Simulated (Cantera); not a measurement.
An adiabatic, constant-pressure homogeneous reactor starts with CH₄ : O₂ : N₂ = 1 : 1.33 : 12.5 (molar parts), equivalence ratio 1.5, at 1750 K and 1.50 bar. Integrator tolerance rtol = 1e-08.

Computed with Cantera and GRI-Mech 3.0 (53 species, 325 reactions).

Problem. What does this change do: O2 1.33 to 2.6 parts?

Solution. 
```json
[
 {"quantity": "time of steepest temperature rise", "before": "0.229 ms", "after": "0.123 ms"},
 {"quantity": "temperature at 3.00 s", "before": "2476 K", "after": "2686 K"},
 {"quantity": "equilibrium temperature", "before": "2476 K", "after": "2686 K"},
 {"quantity": "x(CH₄) at 3.00 s", "before": "<1e-12 (gas-phase equilibrium <1e-12)", "after": "<1e-12 (gas-phase equilibrium <1e-12)"},
 {"quantity": "x(O₂) at 3.00 s", "before": "9.46e-5 (gas-phase equilibrium 9.46e-5)", "after": "0.0364 (gas-phase equilibrium 0.0364)"},
 {"quantity": "x(HO₂) at 3.00 s", "before": "4.28e-8 (gas-phase equilibrium 4.28e-8)", "after": "6.87e-6 (gas-phase equilibrium 6.87e-6)"},
 {"quantity": "x(CH₃) at 3.00 s", "before": "<1e-12 (gas-phase equilibrium <1e-12)", "after": "<1e-12 (gas-phase equilibrium <1e-12)"},
 {"quantity": "x(CO₂) at 3.00 s", "before": "0.0172 (gas-phase equilibrium 0.0172)", "after": "0.0435 (gas-phase equilibrium 0.0435)"}
]
```
